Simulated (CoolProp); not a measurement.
A single-stage vapour-compression cycle with the fluid: evaporating at 327.15 K (dew point), condensing at 353.15 K (bubble point), superheat 5 K, subcooling 5 K, compressor efficiency 0.85, no pressure losses. The same conditions are run with several fluids, on thermodynamics alone (safety and materials aside).

Values from CoolProp's reference Helmholtz-energy equation of state of each fluid (R236EA: Rui 2013; isobutene: Lemmon 2005; isobutane: Bücker 2006; R227EA: Lemmon 2016; cyclopentane: Gedanitz 2015; propane: Lemmon 2009).

```tsv
fluid	cooling COP	pressure ratio	discharge temperature (K)	refrigerating effect (kJ/kg)	volumetric capacity (kJ/m³)
R236EA	9.41	1.96	353.5	116	3720
isobutene	9.50	1.81	357.2	278	4440
isobutane	9.28	1.78	355.4	246	4650
R227EA	8.29	1.83	354.9	69.6	5610
cyclopentane	10.1	2.13	359.2	350	1090
propane	8.09	1.68	362.5	219	8920
```
